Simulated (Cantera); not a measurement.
Charge: 1 mol CO, 0.32 mol O2, 39 mol N2, held at 1700 °C and 10000 Pa.

Equilibrium computed with Cantera from the NASA thermochemical tables; the gas is ideal and each condensed phase is pure. Candidate condensed phases: C; 24 gas species. Kinetics and transport are ignored.

What is the equilibrium state?

x(N2): 0.975
x(CO2): 0.0158
x(CO): 0.00917
x(NO): 9.89e-5
x(O2): 3.29e-5
x(O): 9.84e-6
gas amount: 40.00 mol
log10 activity of C(graphite) (absent): -7.81
